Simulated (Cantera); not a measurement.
Input: 1 mol MgCO₃, 3.8 mol CO₂, 0.45 mol H₂, at 2200 K and 10.0 mbar.

Cantera equilibrium calculation (NASA polynomials, part measured and part estimated; ideal gas, pure solids and liquids). Candidate condensed phases: C, C₆H₆, C₇H₈, C₈H₁₈, H₂O, Mg, MgCO₃, MgO, Mg(OH)₂; 116 gas species. Kinetics and transport are ignored.

Base state: CO₂ 0.674, CO 0.183, H₂O 0.0704, O₂ 0.0492, OH 0.00920, O 0.00600, H₂ 0.00362, H 0.00339 (mole fractions); condensed: MgO(s).

Task: What changes in the equilibrium state with this change: H₂ from 0.45 to 2.2 mol?

Result: 
```
species       before     after
-----------  -------  --------
CO₂            0.674     0.386
CO             0.183     0.284
H₂O           0.0704     0.260
H₂           0.00362    0.0362
O₂            0.0492   0.00673
H            0.00339    0.0107
OH           0.00920    0.0107
Mg           0.00104   0.00282
Mg(OH)₂      1.18e-5   4.37e-5
MgOH         5.65e-5  0.000179
MgO(s), mol    0.993     0.978
```
